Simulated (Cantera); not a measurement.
## Moist CO burnout

A perfectly stirred reactor is fed with 0.218 % CO, 4.64 % O2, 0.360 % H2O, 94.8 % N2, equivalence ratio 0.023, at 0.454 atm; it is held at 1425 K, and followed from long to short residence time.

Model: GRI-Mech 3.0 (53 species, 325 reactions), integrated in Cantera.

```tsv
τ (s)	x CO	x O2	x H2O	x H2O2	x CO2	x NO	x O
22	4.54e-6	0.0454	0.00360	4.69e-10	0.00218	7.69e-7	3.27e-6
2.8	1.88e-5	0.0454	0.00359	1.54e-9	0.00216	8.42e-7	1.18e-5
0.37	7.35e-5	0.0454	0.00357	4.73e-9	0.00211	6.64e-7	4.23e-5
0.049	0.000277	0.0454	0.00354	1.24e-8	0.00191	3.02e-7	0.000142
0.0064	0.000929	0.0456	0.00350	2.19e-8	0.00125	7.07e-8	0.000330
0.00084	0.00205	0.0463	0.00357	4.58e-9	0.000134	3.07e-10	8.21e-5
0.00011	0.00218	0.0464	0.00360	<1e-12	5.53e-9	<1e-12	4.95e-9
```
x: mole fraction; the columns are a selection and need not sum to one.
